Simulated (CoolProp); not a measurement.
R123 at 298.15 K and 0.0714 MPa is throttled through a valve to 0.0283 MPa with no heat exchange. Each further row changes one setting.

Model: reference Helmholtz-energy equation of state, Younglove 1994, in CoolProp. It is a modified Benedict-Webb-Rubin equation, recast in Helmholtz form.

| case | temperature change (K) | final density (kg/m³) |
|---|---|---|
| as stated | -1.7 | 1.78 |
| outlet pressure 0.00849 MPa | -2.4 | 0.530 |
| outlet pressure 0.0368 MPa | -1.3 | 2.32 |
